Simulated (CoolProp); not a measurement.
Vapour-liquid equilibrium of R125 (1) + R236EA (2) at 33.85 °C; x and y are mole fractions of (1).

Model: multi-fluid Helmholtz-energy mixture model, Lemmon 2005 and Rui 2013; pair parameters Bell 2016, in CoolProp.

### Question
Give the bubble pressure and the first vapour's composition at x = 0.575, 0.725, 0.95. Is there an azeotrope?

### Answer
x = 0.575: 1.051 MPa, y = 0.847; x = 0.725: 1.270 MPa, y = 0.909; x = 0.95: 1.636 MPa, y = 0.984. No azeotrope shows between x = 0.05 and 0.95.

Pair parameters are fitted to limited data, so mixtures are less certain than the pure fluids.
